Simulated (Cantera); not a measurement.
A freely propagating, adiabatic, planar premixed flame of H2 : O2 : N2 : H2O = 1 : 0.5 : 2.15 : 0.64 (molar parts), unburnt at 550 K and 1.70 bar; mixture-averaged transport, grid criteria slope 0.08 and curve 0.16, no radiation.

Detailed kinetics in Cantera: the H2/O2 subset of GRI-Mech 3.0, which has no nitrogen chemistry. Burning velocities carry a grid error of a few per cent, more on coarse grids.

### Question
How do the results move with these cheaper or finer settings: unity-Lewis-number transport; multicomponent transport; multicomponent+Soret transport; grid criteria slope 0.5, curve 1; grid criteria slope 0.25, curve 0.5; grid criteria slope 0.03, curve 0.06?

### Answer
```json
[
 {"setting": "as above", "laminar burning velocity": "332 cm/s", "thermal thickness": "0.219 mm", "peak x(H)": "0.0182", "peak x(H2O2)": "6.28e-5", "grid points": "106"},
 {"setting": "unity-Lewis-number transport", "laminar burning velocity": "264 cm/s", "thermal thickness": "0.187 mm", "peak x(H)": "0.0253", "peak x(H2O2)": "2.73e-5", "grid points": "110"},
 {"setting": "multicomponent transport", "laminar burning velocity": "332 cm/s", "thermal thickness": "0.219 mm", "peak x(H)": "0.0183", "peak x(H2O2)": "6.24e-5", "grid points": "106"},
 {"setting": "multicomponent+Soret transport", "laminar burning velocity": "307 cm/s", "thermal thickness": "0.218 mm", "peak x(H)": "0.0171", "peak x(H2O2)": "6.59e-5", "grid points": "106"},
 {"setting": "grid criteria slope 0.5, curve 1", "laminar burning velocity": "371 cm/s", "thermal thickness": "0.267 mm", "peak x(H)": "0.0193", "peak x(H2O2)": "5.16e-5", "grid points": "39"},
 {"setting": "grid criteria slope 0.25, curve 0.5", "laminar burning velocity": "340 cm/s", "thermal thickness": "0.232 mm", "peak x(H)": "0.0184", "peak x(H2O2)": "6.34e-5", "grid points": "49"},
 {"setting": "grid criteria slope 0.03, curve 0.06", "laminar burning velocity": "330 cm/s", "thermal thickness": "0.215 mm", "peak x(H)": "0.0182", "peak x(H2O2)": "6.34e-5", "grid points": "237"}
]
```
Unity Lewis numbers drop preferential diffusion, which matters most where H2 and H carry the flame; Soret adds thermal diffusion.
